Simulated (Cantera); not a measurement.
Mixture: 7.27 % CH4, 0.530 % H2, 18.7 % O2, 70.4 % N2, 3.05 % CO2, equivalence ratio 0.79, at 2100 Torr, adiabatic and at constant volume. Ignition delay is the time to a rise of 400 K.

Computed with Cantera and GRI-Mech 3.0 (53 species, 325 reactions).

Question: Predict: delay at 1373 K; delay at 1448 K; delay at 1523 K; delay at 1598 K; delay at 1673 K; apparent activation energy between 1523 and 1673 K.

Answer: 
| Item | Value |
|---|---|
| delay at 1373 K | 1.15 ms |
| delay at 1448 K | 0.552 ms |
| delay at 1523 K | 0.279 ms |
| delay at 1598 K | 0.150 ms |
| delay at 1673 K | 85.4 µs |
| apparent activation energy between 1523 and 1673 K | 170 kJ/mol |
